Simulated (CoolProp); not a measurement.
A closed Brayton cycle with carbon dioxide: compressor inlet 313.15 K and 7.9 MPa, high pressure 19.5 MPa, turbine inlet 845 K, compressor efficiency 0.89, turbine efficiency 0.93, recuperator effectiveness 0.8 (on enthalpy, no pinch check). Each further row changes one setting.

Model: reference Helmholtz-energy equation of state, Span 1996, in CoolProp.

```csv
case,thermal efficiency (%),net work (kJ/kg),compressor to turbine work,compressor exit (K),turbine exit (K)
as stated,30.8,90.4,0.28,379.1,732.0
turbine inlet 795 K,29.9,___,0.31,379.1,686.2
compressor inlet 323.15 K,30.2,___,0.35,___,732.0
high pressure 16.6 MPa,28.2,76.7,___,367.2,___
recuperator effectiveness 0.5,___,90.4,0.28,379.1,732.0
```

What belongs in the gaps?


- turbine inlet 795 K, net work (kJ/kg): 82.0
- compressor inlet 323.15 K, net work (kJ/kg): 82.7
- compressor inlet 323.15 K, compressor exit (K): 398.3
- high pressure 16.6 MPa, compressor to turbine work: 0.27
- high pressure 16.6 MPa, turbine exit (K): 751.6
- recuperator effectiveness 0.5, thermal efficiency (%): 21.7
